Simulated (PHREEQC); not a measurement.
A made-up water analysis in mg/kgw, 25 °C, pH 7: Na 2270; K 68.7; Ca 191; Mg 17.3; Cl 3990; S(6) as SO4 19.6; Alkalinity as HCO3 1.79; Br 20.7; B 0.4; Li 2.04.

Valence states are taken as typed.

All values are PHREEQC results (Pitzer model, pitzer.dat), not measurements.

No solid was allowed to form.

Problem. Order these C species by the share of C that they hold, largest first: CO3-2, CO2, HCO3-.

Solution. HCO3- (84 %), CO2 (16 %), CO3-2 (0.12 %)

The pH is 7.00 and the ionic strength 0.118 mol/kgw.
